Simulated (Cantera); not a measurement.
A closed system holds: 1 mol Nb, 5 mol H2O, 4.1 mol H2, held at 10.0 mbar.

Method: chemical equilibrium by Gibbs-energy minimisation in Cantera with the NASA 1993 tables (ideal gas, pure condensed phases). Candidate condensed phases: H2O, Nb, NbO, NbO2, Nb2O5; 12 gas species. Condensed phases not in the tables: the oxides between NbO2 and Nb2O5. Rates play no part. All values below are at 2125 °C.

Base state: H2 0.567, H2O 0.256, H 0.119, NbO2 0.0471, OH 0.00981, O 0.00138, O2 0.000257, NbO 0.000200 (mole fractions); condensed: Nb2O5(l).

What changes in the equilibrium state with this change: Nb replaced by V?


| species | before | after |
|---|---|---|
| H2 | 0.567 | 0.514 |
| H2O | 0.256 | 0.267 |
| H | 0.119 | 0.113 |
| VO2 | 0 | 0.0905 |
| NbO2 | 0.0471 | 0 |
| OH | 0.00981 | 0.0108 |
| VO | 0 | 0.00217 |
| NbO | 0.000200 | 0 |
| O2 | 0.000257 | 0.000341 |
| Nb2O5(l), mol | 0.257 | 0 |
Further candidate phases: V, VO, V2O3, V2O4, V2O5.
